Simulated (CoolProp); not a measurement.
The fluid at 293.15 K and 3.23 MPa expands adiabatically to 0.237 MPa with isentropic efficiency 0.7. The same conditions are run with several fluids, on thermodynamics alone (safety and materials aside).

Computed with CoolProp (reference Helmholtz-energy equation of state of each fluid (nitrogen: Span 2000; oxygen: Schmidt 1985; carbon monoxide: Lemmon 2006; ethylene: Smukala 2000)).

### Question
Rank nitrogen, oxygen, carbon monoxide, ethylene by work (kJ/kg), highest first.

### Answer
nitrogen (110), carbon monoxide (109), ethylene (101), oxygen (95.2)

```csv
fluid,final temperature (K),final phase,final density (kg/m³)
nitrogen,181.9,gas,4.42
oxygen,181.3,gas,5.08
carbon monoxide,181.3,gas,4.44
ethylene,185.3,"two-phase, vapour fraction 0.983",4.67
```
